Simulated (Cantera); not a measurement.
Feed: 1 mol PbO, a varied amount of N2, 0.12 mol CO, equilibrated at 48.0 Pa.

Method: chemical equilibrium by Gibbs-energy minimisation in Cantera with the NASA 1993 tables (ideal gas, pure condensed phases). Candidate condensed phases: C, Pb, PbO, PbO2, Pb3O4; 27 gas species. Equilibrium is a limit: real reactors are often held back by kinetics, nucleation or transport.

Stable condensed phases, one row left out:

```
T in K \ n(N2) in mol
         4.4  17  30  43  56  68  81
   1673    A   A   A   A   A   A   A
   1623    A   A   A   A   A   A   A
   1573    A   A   A   A   A   A   A
   1523    A   A   A   A   A   A   A
   1473    A   A   A   A   A   A   A
   1423    A   A   A   A   A   A   A
   1373    A   A   A   A   A   A   A
   1323    A   A   A   A   A   A   A
   1273    A   A   A   A   A   A   A
   1223    A   A   A   A   A   A   A
   1123    B   B   B   A   A   A   A
   1073    B   B   B   B   B   B   B
```

A: gas only; B: PbO.

Q: Give the row for 1173 K.

A: 4.4: PbO; 17: gas only; 30: gas only; 43: gas only; 56: gas only; 68: gas only; 81: gas only.
